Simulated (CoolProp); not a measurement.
The numbers come from the reference Helmholtz-energy equation of state, Span 1996 in CoolProp.

Give the vapour pressure (bar), liquid density (kg/m³), enthalpy of vaporisation (kJ/kg), vapour Z of saturated carbon dioxide at -22.35 °C.


```json
[
 {"T (°C)": "-22.35", "p (bar)": "18.3", "liquid density (kg/m³)": "1040", "enthalpy of vaporisation (kJ/kg)": "288", "vapour Z": "0.807"}
]
```
